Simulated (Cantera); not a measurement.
Charge: 1 mol MgO, 3.1 mol O2, 2.4 mol N2, 0.07 mol SO3, at 100000 Pa.

Cantera equilibrium calculation (NASA polynomials, part measured and part estimated; ideal gas, pure solids and liquids). Candidate condensed phases: Mg, MgO, MgS, MgSO4, S; 22 gas species. Kinetics and transport are ignored.

Problem. At 1027 °C, list the 5 most abundant gas species with their mole fractions, and the condensed phases.

Solution. O2 0.559, N2 0.428, SO2 0.0115, SO3 0.00105, NO 0.000476. Condensed: MgO(s).
